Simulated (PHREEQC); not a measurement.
Synthetic water in mg/L, 70 °C, pH 6.24, pe -1.5:

```
constituent          mg/L
------------------  -----
Na                   2180
K                     396
Ca                    404
Mg                   34.7
Cl                   3700
S(6) as SO4           952
Alkalinity as HCO3    191
F                   0.406
Fe(2)                1.72
Si as SiO2           90.1
Li                  0.268
```

Valence states are taken as typed.

All values are PHREEQC results (ion-association model, phreeqc.dat), not measurements.

This is a speciation only: nothing precipitates in the calculation.

Problem. Predict the ionic strength, charge-balance error.

Solution. ionic strength 0.140 mol/kgw; charge-balance error 0.3 %.

Problem. In which forms is C present?

Solution. HCO3- 52 %, CO2 44 %, CaHCO3+ 2.6 %, NaHCO3 1.2 % of the C.

The solution is supersaturated, for example in Quartz (slow to form), Chalcedony (slow to form), so a real one may precipitate; this is no full list. Away from 25 °C the constants follow the database's enthalpies or fits; those with neither stay at their 25 °C values. SiF6-2 is the database's only silicon fluoride. Fluoro complexes past AlF4- and FeF3 are missing from the database.
